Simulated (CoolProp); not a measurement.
Model: reference Helmholtz-energy equation of state, Thol 2015, in CoolProp.

For octamethylcyclotetrasiloxane (D4), give the phase and the speed of sound (m/s) at 543.4 K and 0.0145 MPa; 543.4 K and 2.02 MPa.


- 543.4 K and 0.0145 MPa: gas; speed of sound 124
- 543.4 K and 2.02 MPa: liquid; speed of sound 258
